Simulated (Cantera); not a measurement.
Mixture: CH₄ : O₂ : N₂ : H₂O = 1 : 4.65 : 17.5 : 2.3 (molar parts), equivalence ratio 0.43, at 2200000 Pa, adiabatic and at constant pressure. Ignition delay is the time to a rise of 400 K.

Model: GRI-Mech 3.0 (53 species, 325 reactions), integrated in Cantera. The pressure lies above the range GRI-Mech 3.0 was tuned for (to about 10 atm).

Question: What does this change do: pressure from 2200000 Pa to 460000 Pa?

Answer: 
```
quantity                                                before       after
--------------------------------------------------  ----------  ----------
delay at 1275 K                                       0.722 ms     3.23 ms
delay at 1325 K                                       0.421 ms     1.83 ms
delay at 1375 K                                       0.254 ms     1.07 ms
delay at 1425 K                                       0.158 ms    0.636 ms
delay at 1475 K                                       0.100 ms    0.387 ms
delay at 1525 K                                        64.8 µs    0.241 ms
delay at 1575 K                                        42.7 µs    0.154 ms
apparent activation energy between 1475 and 1575 K  160 kJ/mol  180 kJ/mol
```
